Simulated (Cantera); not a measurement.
Feed: 1 mol Cu2O, a varied amount of CH4, 14 mol H2, held at 1150 °C and 100000 Pa.

These are equilibrium values from Cantera (NASA tables, ideal gas, pure condensed phases), not measurements of a reactor. Candidate condensed phases: C, C6H6, C7H8, C8H18, Cu, CuO, Cu(OH)2, Cu2O, H2O; 113 gas species. Kinetics and transport are ignored.

Task: At 1.2 mol CH4, list the 4 most abundant gas species with their mole fractions, and the condensed phases.

Result: H2 0.939, CO 0.0575, CH4 0.00336, H2O 0.000167. Condensed: C(graphite) + Cu(l).
